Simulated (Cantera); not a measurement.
## Thermodynamics of chemical vapour transport, feed Fe + H₂O + O₂

Charge: 1 mol Fe, 0.015 mol H₂O, 0.19 mol O₂, held at 0.133 bar.

Equilibrium computed with Cantera from the NASA thermochemical tables; the gas is ideal and each condensed phase is pure. Candidate condensed phases: Fe, FeO, Fe(OH)₂, Fe(OH)₃, Fe₂O₃, Fe₃O₄, H₂O; 12 gas species. Mutual solubility and eutectic melting of coexisting phases are not modelled. The tables' stoichiometric FeO is somewhat more stable than real wüstite, so its field is too wide. FeO: taken at fixed stoichiometry. Kinetics and transport are ignored.

From 925 K to 1175 K the condensed part is Fe(α) + FeO(s). From 1225 K to 1325 K the condensed part is Fe(γ) + FeO(s).

| T (K) | log p H₂ | log p H₂O | log p H | log p Fe(OH)₂ | n Fe(α) | n FeO(s) | n Fe(γ) |
|---|---|---|---|---|---|---|---|
| 925 | -0.93 | -1.77 | -10.05 | -10.49 | 0.607 | 0.393 | 0 |
| 975 | -0.94 | -1.72 | -9.41 | -9.91 | 0.607 | 0.393 | 0 |
| 1025 | -0.95 | -1.67 | -8.84 | -9.39 | 0.607 | 0.393 | 0 |
| 1075 | -0.96 | -1.63 | -8.31 | -8.92 | 0.608 | 0.392 | 0 |
| 1125 | -0.97 | -1.59 | -7.84 | -8.49 | 0.608 | 0.392 | 0 |
| 1175 | -0.98 | -1.55 | -7.40 | -8.10 | 0.608 | 0.392 | 0 |
| 1225 | -0.99 | -1.52 | -7.00 | -7.74 | 0 | 0.392 | 0.608 |
| 1275 | -0.99 | -1.50 | -6.63 | -7.41 | 0 | 0.391 | 0.609 |
| 1325 | -1.00 | -1.47 | -6.29 | -7.10 | 0 | 0.391 | 0.609 |
log p: log10 of the partial pressure in bar; n: condensed amount in mol.
